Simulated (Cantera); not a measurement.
**Reactions in the system H-O-Ta**

Source: NASA polynomial tables (part measured, part estimated), evaluated in Cantera. Values are per mole of reaction as written; species without (g) are pure solids or liquids, kept so even where they would boil at 1 bar.

Ta₂O₅ + H₂O(g) → 2 OH(g) + 2 TaO₂(g)

| T (K) | ΔH° (kJ) | ΔS° (J/K) | ΔG° (kJ) | log10 K |
|---|---|---|---|---|
| 300 | 1964.8 | 595.9 | 1786.0 | -310.97 |
| 1125 | 1931.5 | 547.3 | 1315.8 | -61.09 |
| 1150 | 1930.2 | 546.1 | 1302.1 | -59.14 |
| 1175 | 1928.8 | 545.0 | 1288.5 | -57.28 |
| 1200 | 1927.4 | 543.8 | 1274.9 | -55.49 |
| 1225 | 1926.1 | 542.7 | 1261.3 | -53.78 |
